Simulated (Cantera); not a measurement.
An adiabatic, constant-pressure homogeneous reactor starts with C₃H₈ : O₂ : N₂ : CO₂ = 1 : 3.85 : 14.5 : 0.58 (molar parts), at 1525 K and 548 Torr. Integrator tolerance rtol = 1e-08.

Computed with Cantera and GRI-Mech 3.0 (53 species, 325 reactions). GRI-Mech 3.0 was tuned for natural gas; its chemistry of propane as a main component is partial and can be far from experiment.

```csv
quantity,before,after
time of steepest temperature rise,86.6 µs,22.0 ms
temperature at 8.00 s,2730 K,2579 K
equilibrium temperature,2730 K,2579 K
x(C₃H₈) at 8.00 s,<1e-12 (gas-phase equilibrium <1e-12),<1e-12 (gas-phase equilibrium <1e-12)
x(O₂) at 8.00 s,0.00719 (gas-phase equilibrium 0.00719),0.00299 (gas-phase equilibrium 0.00299)
x(CO₂) at 8.00 s,0.0616 (gas-phase equilibrium 0.0616),0.0731 (gas-phase equilibrium 0.0731)
x(NO) at 8.00 s,0.00555 (gas-phase equilibrium 0.00555),0.00285 (gas-phase equilibrium 0.00285)
x(C₂H₂) at 8.00 s,<1e-12 (gas-phase equilibrium <1e-12),<1e-12 (gas-phase equilibrium <1e-12)
x(CO) at 8.00 s,0.0960 (gas-phase equilibrium 0.0960),0.0869 (gas-phase equilibrium 0.0869)
x(C₂H) at 8.00 s,<1e-12 (gas-phase equilibrium <1e-12),<1e-12 (gas-phase equilibrium <1e-12)
```

What was changed between the two runs?
A) pressure from 548 Torr to 1500 Torr
B) initial temperature 1525 to 1073 K
C) initial temperature 1525 to 1150 K
D) constant volume in place of constant pressure

C, initial temperature 1525 to 1150 K
